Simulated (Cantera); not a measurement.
Input: 1 mol B, 5.5 mol H2, 0.15 mol H2O, at 827 °C and 32.3 Torr.

Cantera equilibrium calculation (NASA polynomials, part measured and part estimated; ideal gas, pure solids and liquids). Candidate condensed phases: B, B2O3, B3O3H3, H2O; 23 gas species. Mutual solubility and eutectic melting of coexisting phases are not modelled. Kinetics and transport are ignored.

Base state: H2 0.999, B3O3H3 0.00136, HBO 4.31e-5 (mole fractions); condensed: B(s) + B2O3(l).

### Question
What changes in the equilibrium state with this change: temperature from 827 °C to 1750 °C?

### Answer
| species | before | after |
|---|---|---|
| H2 | 0.999 | 0.966 |
| HBO | 4.31e-5 | 0.0208 |
| H | 1.25e-7 | 0.00900 |
| BO | <1e-9 | 0.00275 |
| B3O3H3 | 0.00136 | 8.73e-9 |
| B2O | <1e-9 | 4.29e-5 |
| B2O2 | 6.18e-8 | 0.00118 |
| B(s), mol | 0.892 | 0.847 |
| B2O3(l), mol | 0.0422 | 0 |
The tables' values for BH2 are old estimates; treat these amounts as uncertain.
